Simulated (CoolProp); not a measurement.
Vapour-liquid equilibrium of ethanol (1) + n-nonane (2) at 87.15 °C; x and y are mole fractions of (1).

Values from CoolProp's multi-fluid Helmholtz-energy mixture model, Schroeder 2014 and Lemmon 2006; pair parameters Bell 2016.

| x | bubble pressure, mixture model (bar) | bubble pressure, Raoult's law (bar) | y, mixture model | y, Raoult's law |
|---|---|---|---|---|
| 0.05 | 0.4992 | 0.1939 | 0.746 | 0.365 |
| 0.15 | 0.9549 | 0.3225 | 0.873 | 0.659 |
| 0.25 | 1.173 | 0.4512 | … | 0.785 |
| 0.35 | 1.265 | 0.5798 | … | 0.855 |
| 0.45 | 1.295 | 0.7085 | 0.914 | 0.899 |
| 0.55 | 1.301 | 0.8371 | 0.915 | 0.930 |
| 0.65 | 1.306 | 0.9658 | 0.916 | 0.953 |
| 0.75 | 1.322 | 1.094 | 0.920 | 0.970 |
| 0.85 | 1.354 | 1.223 | 0.933 | 0.984 |
| 0.95 | 1.397 | 1.352 | … | 0.995 |

Task: Some entries are withheld; supply them.

Result: 
- 0.25, y, mixture model: 0.901
- 0.35, y, mixture model: 0.910
- 0.95, y, mixture model: 0.968

The largest gap from Raoult's law is +196.1 % in bubble pressure, at x = 0.15. No azeotrope shows between x = 0.05 and 0.95.

The pair parameters rest on a limited set of measurements; away from them the model extrapolates. With so large a gap from Raoult's law the liquid may split in two, which this calculation doesn't test in full.
